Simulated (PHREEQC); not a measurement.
Leach liquor (model solution)

Solution (25 °C): 1 mmol/kgw H2SO4 and 83 mmol/kgw LiCl. It is in equilibrium with CO2 at log p = -3.4 (atm). Otherwise closed; pH follows from the charge balance.

All values are PHREEQC results (ion-association model, phreeqc.dat), not measurements.

Precipitation was switched off in this run.

Problem. What pH, specific conductance does the model give?

Solution. pH 2.79; specific conductance 8700 µS/cm.

Problem. In which forms is S present?

Solution. SO4-2 82 %, LiSO4- 12 %, HSO4- 6.4 % of the S.
